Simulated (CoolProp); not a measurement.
Vapour-liquid equilibrium of propane (1) + R114 (2) at 56.85 °C; x and y are mole fractions of (1).

Computed with CoolProp (multi-fluid Helmholtz-energy mixture model, Lemmon 2009 and Platzer 1990; pair parameters Bell 2016). This equation is an older, rougher fit; its heat capacities, sound speeds and derivatives of the liquid may be far off and weren't checked against measurements.

| x | bubble pressure (MPa) | y at the bubble point | dew pressure at overall composition x (MPa) | liquid density (mol/L) |
|---|---|---|---|---|
| 0.05 | 0.6242 | 0.164 | 0.5596 | 7.977 |
| 0.125 | 0.7515 | 0.334 | 0.6007 | 8.097 |
| 0.2 | 0.8715 | 0.454 | 0.6478 | 8.220 |
| 0.275 | 0.9855 | 0.543 | 0.7022 | 8.346 |
| 0.35 | 1.094 | 0.615 | 0.7655 | 8.475 |
| 0.425 | 1.199 | 0.674 | 0.8397 | 8.607 |
| 0.5 | 1.302 | 0.725 | 0.9275 | 8.745 |
| 0.575 | 1.402 | 0.772 | 1.032 | 8.887 |
| 0.65 | 1.502 | 0.814 | 1.155 | 9.036 |
| 0.725 | 1.602 | 0.855 | 1.301 | 9.193 |
| 0.8 | 1.703 | 0.894 | 1.468 | 9.359 |
| 0.875 | 1.806 | 0.933 | 1.653 | 9.535 |
| 0.95 | 1.911 | 0.973 | 1.850 | 9.726 |

No azeotrope shows between x = 0.05 and 0.95.

Pair parameters are fitted to limited data, so mixtures are less certain than the pure fluids.
